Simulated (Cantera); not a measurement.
Charge: 1 mol SiC, a varied amount of O₂, 270 mol H₂, held at 1898.15 K and 1.30 Pa.

These are equilibrium values from Cantera (NASA tables, ideal gas, pure condensed phases), not measurements of a reactor. Candidate condensed phases: C, C₆H₆, C₇H₈, C₈H₁₈, H₂O, Si, SiC, SiO₂; 123 gas species. Equilibrium is a limit: real reactors are often held back by kinetics, nucleation or transport.

Question: At 0.21 mol O₂, list the 6 most abundant gas species with their mole fractions, and the condensed phases.

Answer: H₂ 0.801, H 0.194, Si 0.00323, CO 0.00140, C₂H₂ (acetylene) 0.000302, SiC₂ 8.08e-5. Condensed: C(graphite).
